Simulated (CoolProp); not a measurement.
Properties of ethylene along the isotherm 450 K (Tc = 282.4 K, pc = 5042 kPa, ω = 0.087).

Computed with CoolProp (reference Helmholtz-energy equation of state, Smukala 2000).

```
p (kPa)          phase  density (kg/m³)  isothermal compressibility (1/MPa)  fugacity coefficient
-------  -------------  ---------------  ----------------------------------  --------------------
79.7               gas           0.5982                               12.56                0.9989
164                gas            1.232                               6.111                0.9977
336                gas            2.531                               2.990                0.9954
690                gas            5.223                               1.463                0.9906
1420               gas            10.86                              0.7179                0.9807
2910               gas            22.71                              0.3571                0.9612
5980     supercritical            48.57                              0.1797                0.9232
12300    supercritical            106.6                             0.08860                0.8558
25200    supercritical            216.8                             0.03241                0.7708
```
